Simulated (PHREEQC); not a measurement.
0.14 g of hydrous ferric oxide (600 m²/g; 0.2 weak and 0.005 strong sites per Fe, Dzombak-Morel constants, diffuse double layer) in 1 kg of water with 0.3 mol/kgw of an inert sodium salt and 5.7e-05 mol/kgw NaF and 0.00095 mol/kgw H3BO3, at 25 °C; the pH is set by adding NaOH or the inert anion's acid. O2 is buffered at 0.21 atm. The system is closed to CO2. Nothing may precipitate in this run.

Computed with PHREEQC (ion-association model, wateq4f.dat).

```csv
pH,F sorbed (%),B sorbed (%),surface charge σ (C/m²),surface potential ψ (mV)
4,32.6,0.0,0.329,120
5,26.4,0.0,0.257,108
5.5,…,0.1,0.203,96
6.5,7.5,0.1,0.104,64
7,3.9,0.1,0.065,46
8,…,0.1,0.006,…
9,0.1,0.1,…,…
9.5,0.1,0.0,-0.087,…
10.5,0.0,0.0,…,…
11,0.0,0.0,-0.244,-105
12,0.0,0.0,-0.339,-120
```

Task: Complete the blanks.

Result: 
- 5.5, F sorbed (%): 19.8
- 8, F sorbed (%): 0.8
- 8, surface potential ψ (mV): 5
- 9, surface charge σ (C/m²): -0.051
- 9, surface potential ψ (mV): -38
- 9.5, surface potential ψ (mV): -57
- 10.5, surface charge σ (C/m²): -0.185
- 10.5, surface potential ψ (mV): -91

Complexes and solids missing from the database can't appear. Real BF4- forms and hydrolyses slowly; the run takes it at equilibrium.
